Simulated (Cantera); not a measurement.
## Silicon oxide and oxynitride deposition: SiCl4 + NO + H2

Charge: 1 mol SiCl4, 17 mol NO, 86 mol H2, equilibrated at 0.0550 bar.

Cantera equilibrium calculation (NASA polynomials, part measured and part estimated; ideal gas, pure solids and liquids). Candidate condensed phases: H2O, NH4Cl, Si, SiO2, Si2N2O, Si3N4; 47 gas species. The tables hold silica as quartz up to 1696 K and as liquid above; real silica turns to tridymite and cristobalite and melts near 1996 K. Rates play no part.

From 1398 K to 1648 K the condensed part is SiO2(β-quartz). From 1698 K to 1898 K the condensed part is SiO2(condensed).

```
T (K)   x H2  x H2O    x N2   x HCl       x H     x SiO      x Cl  n SiO2(β-quartz)  n SiO2(condensed)
-----  -----  -----  ------  ------  --------  --------  --------  ----------------  -----------------
1398   0.715  0.155  0.0881  0.0414   1.71e-5   6.01e-9   8.15e-7             1.000                  0
1448   0.715  0.155  0.0881  0.0414   3.32e-5   3.01e-8   1.57e-6             1.000                  0
1498   0.715  0.155  0.0881  0.0414   6.20e-5   1.35e-7   2.90e-6             1.000                  0
1548   0.715  0.155  0.0881  0.0414  0.000111   5.50e-7   5.14e-6             1.000                  0
1598   0.715  0.155  0.0881  0.0414  0.000192   2.04e-6   8.80e-6             1.000                  0
1648   0.715  0.155  0.0881  0.0414  0.000321   6.97e-6   1.46e-5             0.999                  0
1698   0.715  0.155  0.0881  0.0414  0.000521   2.21e-5   2.35e-5                 0              0.998
1748   0.714  0.155  0.0880  0.0414  0.000823   6.44e-5   3.68e-5                 0              0.994
1798   0.714  0.155  0.0880  0.0414   0.00127  0.000176   5.63e-5                 0              0.983
1848   0.713  0.156  0.0880  0.0413   0.00191  0.000454   8.41e-5                 0              0.956
1898   0.711  0.156  0.0879  0.0412   0.00281   0.00111  0.000123                 0              0.893
```
x: gas mole fraction; n: condensed amount in mol.
